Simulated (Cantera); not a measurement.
A Cantera script and what it prints.

```python
import numpy as np
import cantera as ct

gas_names = """
    CL CL2 H HCL H2 N NH NH2 NH3 N2 N2H2 N2H4 Si SiCL SiCL2 SiCL3 SiCL4 SiH SiHCL3 SiH2 SiH2CL2 SiH3
    SiH3CL SiH4 SiN Si2 Si2N Si3
""".split()
cond_names = """
    NH4CL(a) NH4CL(b) Si(cr) Si(L) Si3N4(a)
""".split()


def load(file, names, dense=False):
    # The tables refer to 1 bar. Condensed volumes are neglected.
    table = {s.name: s for s in ct.Species.list_from_file(file)}
    out = []
    for n in names:
        d = dict(table[n].input_data)
        d["thermo"] = dict(d["thermo"], **{"reference-pressure": 1e5})
        if dense:
            d["equation-of-state"] = {"model": "constant-volume", "density": "1e6 g/cm^3"}
        out.append(ct.Species.from_dict(d))
    return out


gas = ct.Solution(thermo="ideal-gas", species=load("nasa_gas.yaml", gas_names))
cond = {s.name: ct.Solution(thermo="fixed-stoichiometry", species=[s], name=s.name)
        for s in load("nasa_condensed.yaml", cond_names, dense=True)}
atoms = {
    'SiH2Cl2': {'Si': 1, 'H': 2, 'CL': 2},
    'NH3': {'N': 1, 'H': 3},
    'N2': {'N': 2},
}
top_T = {'Si3N4(a)': 2400}  # K; cautious upper limits of use, not melting points


def equilibrate(T, P, feed):
    n = {}
    for name, mol in feed.items():
        for a, k in atoms[name].items():
            n[a] = n.get(a, 0.0) + k * mol
    gas.TPX = T, P, n
    mass = sum(n.values()) * gas.mean_molecular_weight
    gas.equilibrate("TP")
    valid = [c for c in cond.values() if c.min_temp <= T <= top_T.get(c.name, c.max_temp)]
    mix = ct.Mixture([(gas, mass / gas.mean_molecular_weight)] + [(c, 0.0) for c in valid])
    mix.T, mix.P = T, P
    mix.equilibrate("TP", solver="vcs", rtol=1e-11, max_steps=5000)
    return mix


results = []
feed = {'SiH2Cl2': 1, 'NH3': 1.6, 'N2': 21}  # mol
T = 2123.15  # K
for P in [5, 21, 85, 350, 1400, 5900, 24000, 100000]:
    mix = equilibrate(T, P, feed)
    results.append((T, P, feed, dict(zip(mix.species_names, mix.species_moles))))

top = {s: max(r[3][s] / sum(r[3][g] for g in gas_names) for r in results) for s in gas_names}
cols = sorted((s for s in top if top[s] > 0.0001), key=lambda s: -top[s])[:8]
seen = [c for c in cond_names if any(r[3].get(c, 0) > 1e-12 for r in results)]
print("log10 of partial pressures in bar; condensed amounts in mol")
print(f"{'P/Pa':>10s}" + "".join(f"{s[:9]:>10s}" for s in cols + seen))
for T, P, feed, n in results:
    ng = sum(n[g] for g in gas_names)
    print(f"{P:10.4g}" + "".join(f"{np.log10(max(n[s] / ng * P / 1e5, 1e-99)):10.3f}" for s in cols)
          + "".join(f"{n.get(c, 0):10.4g}" for c in seen))
```

Output:

```
log10 of partial pressures in bar; condensed amounts in mol
      P/Pa        N2        H2         H       HCL        CL        Si     SiCL2      SiCL     Si(L)  Si3N4(a)
         5    -4.431    -5.623    -5.256    -5.908    -5.675    -5.780    -7.884    -7.646         0         0
        21    -3.793    -4.846    -4.868    -5.091    -5.247    -5.172    -6.420    -6.610         0         0
        85    -3.174    -4.150    -4.520    -4.431    -4.935    -4.636    -5.259    -5.761         0         0
       350    -2.551    -3.472    -4.181    -3.867    -4.711    -4.154    -4.328    -5.055         0         0
      1400    -1.943    -2.827    -3.858    -3.357    -4.522    -3.769    -3.566    -4.482   0.05092         0
      5900    -1.312    -2.188    -3.539    -2.714    -4.200    -3.769    -2.921    -4.159    0.3374         0
   2.4e+04    -0.701    -1.572    -3.231    -2.098    -3.891    -3.769    -2.305    -3.851    0.4107         0
     1e+05    -0.081    -0.946    -2.918    -1.462    -3.568    -3.798    -1.687    -3.557         0    0.1479
```

Cantera equilibrium calculation (NASA polynomials, part measured and part estimated; ideal gas, pure solids and liquids). The tables' values for SiCl, SiCl3, SiN are old estimates; treat these amounts as uncertain. Gases not in the tables: Si2H6 and higher silanes.
